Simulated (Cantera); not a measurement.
An isothermal, constant-pressure homogeneous reactor starts with N2O : H2 : N2 = 1 : 0.0085 : 2.1 (molar parts), at 1398 K and 5.18 Torr.

Cantera simulation using GRI-Mech 3.0 (53 species, 325 reactions); the numbers are that mechanism's predictions, not measurements. GRI-Mech 3.0 was tuned for natural gas; its chemistry of N2O as a main component is partial and can be far from experiment. Radical loss at walls, strong at low pressure, is not modelled. The mechanism lacks the step 2 NO + O2 → 2 NO2, which can matter for NO2 below about 1400 K. The temperature is held fixed by assumption; the heat of reaction is taken as removed at once.

x: mole fraction; the columns are a selection and need not sum to one.

```csv
t (s),x N2O,x H2,x OH,x H,x NO2,x NO
1.00e-5,0.322,0.00273,1.81e-10,1.72e-10,<1e-12,2.29e-10
2.56e-5,0.322,0.00273,1.21e-9,1.07e-9,<1e-12,1.48e-9
6.54e-5,0.322,0.00273,8.43e-9,6.22e-9,<1e-12,9.60e-9
0.000167,0.322,0.00273,6.08e-8,3.16e-8,<1e-12,6.13e-8
0.000428,0.322,0.00273,4.30e-7,1.27e-7,<1e-12,3.76e-7
0.00109,0.322,0.00273,2.60e-6,4.07e-7,1.26e-12,2.10e-6
0.00280,0.322,0.00272,1.18e-5,1.16e-6,1.91e-10,9.66e-6
0.00715,0.321,0.00264,___,___,___,___
0.0183,0.321,0.00227,7.37e-5,4.71e-6,5.03e-7,0.000109
0.0468,0.318,0.00132,8.43e-5,3.21e-6,4.35e-6,0.000298
0.120,0.315,0.000399,5.80e-5,7.70e-7,2.04e-5,0.000735
0.306,0.307,5.21e-5,3.61e-5,1.25e-7,5.26e-5,0.00184
0.782,0.290,___,3.28e-5,___,7.27e-5,___
2.00,0.250,1.12e-7,3.46e-5,6.89e-8,7.58e-5,0.0109
```

### Question
Some entries are withheld; supply them.

### Answer

- 0.00715, x OH: 3.68e-5
- 0.00715, x H: 2.85e-6
- 0.00715, x NO2: 1.62e-8
- 0.00715, x NO: 3.51e-5
- 0.782, x H2: 9.41e-7
- 0.782, x H: 6.20e-8
- 0.782, x NO: 0.00459
